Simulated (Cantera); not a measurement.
Ammonia decomposition in nitride growth gas

A perfectly stirred reactor is fed with NH₃ : N₂ = 1 : 2.2 (molar parts), at 63.8 Torr; it is held at 1825 K, and followed from long to short residence time.

Model: the gas-phase N/H chemistry of the illustrative SiF4/NH3 mechanism in the Surface Chemkin manual (1991), integrated in Cantera. Walls and surfaces, which speed up NH3 decomposition in real reactors, are not modelled.

| τ (s) | x NH₃ | x N | x N₂H₂ | x NH | x NH₂ | x N₂H₄ |
|---|---|---|---|---|---|---|
| 8.3 | 0.0660 | 2.60e-7 | 1.70e-7 | 2.52e-6 | 0.000101 | 1.93e-9 |
| 2.6 | 0.135 | 2.62e-7 | 4.26e-7 | 3.30e-6 | 0.000169 | 5.37e-9 |
| 0.84 | 0.214 | 2.30e-7 | 7.86e-7 | 3.76e-6 | 0.000239 | 1.07e-8 |
| 0.27 | 0.271 | 1.51e-7 | 1.08e-6 | 3.62e-6 | 0.000295 | 1.64e-8 |
| 0.085 | 0.298 | 6.24e-8 | 1.20e-6 | 2.93e-6 | 0.000334 | 2.10e-8 |
| 0.027 | 0.308 | 1.81e-8 | 1.11e-6 | 2.18e-6 | 0.000343 | 2.21e-8 |
| 0.0086 | 0.311 | 4.43e-9 | 7.67e-7 | 1.50e-6 | 0.000296 | 1.64e-8 |
| 0.0027 | 0.312 | 8.41e-10 | 2.27e-7 | 6.36e-7 | 0.000167 | 5.25e-9 |
x: mole fraction; the columns are a selection and need not sum to one.
